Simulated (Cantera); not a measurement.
A perfectly stirred reactor is fed with C₃H₈ : O₂ : N₂ = 1 : 5.62 : 21.1 (molar parts), equivalence ratio 0.89, at 3750 Torr; it is adiabatic with a 648 K inlet, and is followed from long to short residence time, starting on the burning branch (τ in s: 0.25, 0.098, 0.039, 0.015, 0.006, 0.0024, 0.00094, 0.00037, 0.00015, 5.8e-05).

Computed with Cantera and GRI-Mech 3.0 (53 species, 325 reactions). GRI-Mech 3.0 was tuned for natural gas; its chemistry of propane as a main component is partial and can be far from experiment.

Task: What does this change do: pressure from 3750 Torr to 12000 Torr?

Result: 
| quantity | before | after |
|---|---|---|
| blow-out, bracketed by the residence times tried | burning at 58.0 µs, the shortest tried | burning at 58.0 µs, the shortest tried |
| x(C₃H₈) at τ = 0.250 s | 1.28e-8 | 5.57e-9 |
| x(O₂) at τ = 0.250 s | 0.0213 | 0.0202 |
| x(HCN) at τ = 0.250 s | 3.68e-8 | 2.00e-8 |
| x(H₂) at τ = 0.250 s | 0.00147 | 0.000958 |
| x(HCO) at τ = 0.250 s | 2.91e-9 | 1.92e-9 |
| x(C₃H₈) at τ = 2.40 ms | 1.14e-6 | 5.39e-7 |
| x(O₂) at τ = 2.40 ms | 0.0248 | 0.0226 |
| x(HCN) at τ = 2.40 ms | 5.73e-7 | 5.72e-7 |
| x(H₂) at τ = 2.40 ms | 0.00210 | 0.00111 |
| x(HCO) at τ = 2.40 ms | 1.69e-7 | 5.16e-8 |
The pressure lies above the range GRI-Mech 3.0 was tuned for (to about 10 atm).

Task: What does this change do: inlet temperature 648 to 475 K?

Result: 
| quantity | before | after |
|---|---|---|
| blow-out, bracketed by the residence times tried | burning at 58.0 µs, the shortest tried | burning at 58.0 µs, the shortest tried |
| x(C₃H₈) at τ = 0.250 s | 1.28e-8 | 1.97e-8 |
| x(O₂) at τ = 0.250 s | 0.0213 | 0.0209 |
| x(HCN) at τ = 0.250 s | 3.68e-8 | 5.61e-8 |
| x(H₂) at τ = 0.250 s | 0.00147 | 0.000870 |
| x(HCO) at τ = 0.250 s | 2.91e-9 | 1.95e-9 |
| x(C₃H₈) at τ = 2.40 ms | 1.14e-6 | 1.64e-6 |
| x(O₂) at τ = 2.40 ms | 0.0248 | 0.0244 |
| x(HCN) at τ = 2.40 ms | 5.73e-7 | 4.62e-7 |
| x(H₂) at τ = 2.40 ms | 0.00210 | 0.00169 |
| x(HCO) at τ = 2.40 ms | 1.69e-7 | 1.74e-7 |

Task: What does this change do: O2 5.62 to 8 parts?

Result: 
| quantity | before | after |
|---|---|---|
| blow-out, bracketed by the residence times tried | burning at 58.0 µs, the shortest tried | burning at 58.0 µs, the shortest tried |
| x(C₃H₈) at τ = 0.250 s | 1.28e-8 | 1.45e-8 |
| x(O₂) at τ = 0.250 s | 0.0213 | 0.0916 |
| x(HCN) at τ = 0.250 s | 3.68e-8 | 1.63e-8 |
| x(H₂) at τ = 0.250 s | 0.00147 | 0.000398 |
| x(HCO) at τ = 0.250 s | 2.91e-9 | 1.26e-9 |
| x(C₃H₈) at τ = 2.40 ms | 1.14e-6 | 1.27e-6 |
| x(O₂) at τ = 2.40 ms | 0.0248 | 0.0957 |
| x(HCN) at τ = 2.40 ms | 5.73e-7 | 1.13e-7 |
| x(H₂) at τ = 2.40 ms | 0.00210 | 0.000582 |
| x(HCO) at τ = 2.40 ms | 1.69e-7 | 1.22e-7 |
